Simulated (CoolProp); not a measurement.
Saturation properties of hexamethyldisiloxane (MM) (Tc = 518.7 K, pc = 1931 kPa, ω = 0.418).

Computed with CoolProp (reference Helmholtz-energy equation of state, Thol 2016).

```tsv
T (K)	p (kPa)	liquid density (kg/m³)	vapour density (kg/m³)	liquid cp (kJ/(kg K))	surface tension (mN/m)
380	121.4	667.1	6.721	2.136	8.55
382.4	129.7	664.1	7.164	2.143	8.36
384.8	138.5	661.1	7.630	2.151	8.18
387.2	147.7	658.1	8.120	2.159	7.99
389.6	157.4	655.1	8.634	2.167	7.80
392	167.5	652.0	9.175	2.174	7.62
394.4	178.2	648.9	9.742	2.182	7.44
396.8	189.3	645.8	10.34	2.190	7.26
399.2	201.0	642.6	10.96	2.199	7.07
401.6	213.3	639.5	11.62	2.207	6.89
404	226.1	636.3	12.30	2.215	6.72
406.4	239.5	633.0	13.02	2.224	6.54
```

It boils at 373.7 K under 1 atm.

Surface tension comes from a separate correlation (Mulero 2014), older than this fluid's equation and unchecked against measurements.
